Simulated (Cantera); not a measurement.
# Cu + F2 + N2 (aluminium and copper etching)

Feed: 1 mol Cu, 0.52 mol F2, 24 mol N2, held at 3.60 mbar.

These are equilibrium values from Cantera (NASA tables, ideal gas, pure condensed phases), not measurements of a reactor. Candidate condensed phases: Cu, CuF2; 11 gas species. Mutual solubility and eutectic melting of coexisting phases are not modelled. Rates play no part.

From 798 K to 1048 K the condensed part is Cu(s) + CuF2(s). From 1098 K to 1198 K the condensed part is Cu(s). From 1248 K to 1398 K nothing is condensed. The main Cu-bearing gas is CuF throughout.

```json
[
 {"T (K)": "798", "x N2": "1.000", "x CuF": "1.98e-6", "x CuF2": "1.36e-6", "x Cu": "<1e-12", "x F": "<1e-12", "n Cu(s)": "0.480", "n CuF2(s)": "0.520"},
 {"T (K)": "848", "x N2": "1.000", "x CuF": "1.79e-5", "x CuF2": "1.35e-5", "x Cu": "3.23e-12", "x F": "1.12e-12", "n Cu(s)": "0.480", "n CuF2(s)": "0.519"},
 {"T (K)": "898", "x N2": "1.000", "x CuF": "0.000126", "x CuF2": "0.000103", "x Cu": "4.53e-11", "x F": "1.72e-11", "n Cu(s)": "0.478", "n CuF2(s)": "0.516"},
 {"T (K)": "948", "x N2": "0.999", "x CuF": "0.000718", "x CuF2": "0.000625", "x Cu": "4.80e-10", "x F": "1.98e-10", "n Cu(s)": "0.471", "n CuF2(s)": "0.496"},
 {"T (K)": "998", "x N2": "0.993", "x CuF": "0.00340", "x CuF2": "0.00314", "x Cu": "4.00e-9", "x F": "1.78e-9", "n Cu(s)": "0.439", "n CuF2(s)": "0.403"},
 {"T (K)": "1048", "x N2": "0.973", "x CuF": "0.0138", "x CuF2": "0.0134", "x Cu": "2.72e-8", "x F": "1.29e-8", "n Cu(s)": "0.309", "n CuF2(s)": "0.0198"},
 {"T (K)": "1098", "x N2": "0.968", "x CuF": "0.0221", "x CuF2": "0.00995", "x Cu": "1.55e-7", "x F": "3.50e-8", "n Cu(s)": "0.207", "n CuF2(s)": "0"},
 {"T (K)": "1148", "x N2": "0.964", "x CuF": "0.0299", "x CuF2": "0.00596", "x Cu": "7.56e-7", "x F": "7.71e-8", "n Cu(s)": "0.108", "n CuF2(s)": "0"},
 {"T (K)": "1198", "x N2": "0.961", "x CuF": "0.0356", "x CuF2": "0.00304", "x Cu": "3.23e-6", "x F": "1.44e-7", "n Cu(s)": "0.0359", "n CuF2(s)": "0"},
 {"T (K)": "1248", "x N2": "0.960", "x CuF": "0.0384", "x CuF2": "0.00161", "x Cu": "1.05e-5", "x F": "2.74e-7", "n Cu(s)": "0", "n CuF2(s)": "0"},
 {"T (K)": "1298", "x N2": "0.960", "x CuF": "0.0384", "x CuF2": "0.00161", "x Cu": "1.51e-5", "x F": "9.59e-7", "n Cu(s)": "0", "n CuF2(s)": "0"},
 {"T (K)": "1348", "x N2": "0.960", "x CuF": "0.0384", "x CuF2": "0.00162", "x Cu": "2.12e-5", "x F": "3.06e-6", "n Cu(s)": "0", "n CuF2(s)": "0"},
 {"T (K)": "1398", "x N2": "0.960", "x CuF": "0.0384", "x CuF2": "0.00162", "x Cu": "2.89e-5", "x F": "8.98e-6", "n Cu(s)": "0", "n CuF2(s)": "0"}
]
```
x: gas mole fraction; n: condensed amount in mol.
